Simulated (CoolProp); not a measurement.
Methanol at 293.15 K and 0.00443 MPa is throttled through a valve to 0.000521 MPa with no heat exchange. Each further row changes one setting.

Computed with CoolProp (reference Helmholtz-energy equation of state, de Reuck 1993).

```json
[
 {"case": "as stated", "temperature change (K)": "-1.5", "final density (kg/m³)": "0.00689"},
 {"case": "outlet pressure 0.000156 MPa", "temperature change (K)": "-1.6", "final density (kg/m³)": "0.00206"},
 {"case": "outlet pressure 0.000677 MPa", "temperature change (K)": "-1.5", "final density (kg/m³)": "0.00895"}
]
```
